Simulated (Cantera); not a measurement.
A perfectly stirred reactor is fed with H2 : O2 : N2 = 0.007 : 1 : 0.77 (molar parts), equivalence ratio 0.0035, at 0.0118 atm; it is held at 1275 K, and followed from long to short residence time.

Model: the H2/O2 subset of GRI-Mech 3.0, which has no nitrogen chemistry, integrated in Cantera. Radical loss at walls, strong at low pressure, is not modelled.

Q: What does this change do: pressure from 0.0118 atm to 0.0148 atm?

A: 
```csv
quantity,before,after
x(H2) at τ = 7.40 s,7.00e-6,6.36e-6
x(O2) at τ = 7.40 s,0.561,0.561
x(H) at τ = 7.40 s,8.63e-6,5.81e-6
x(H2O2) at τ = 7.40 s,3.12e-9,3.42e-9
x(HO2) at τ = 7.40 s,1.06e-7,1.14e-7
x(H2) at τ = 0.110 s,0.000101,8.65e-5
x(O2) at τ = 0.110 s,0.559,0.560
x(H) at τ = 0.110 s,0.000100,8.93e-5
x(H2O2) at τ = 0.110 s,7.14e-9,8.41e-9
x(HO2) at τ = 0.110 s,2.79e-7,3.32e-7
```
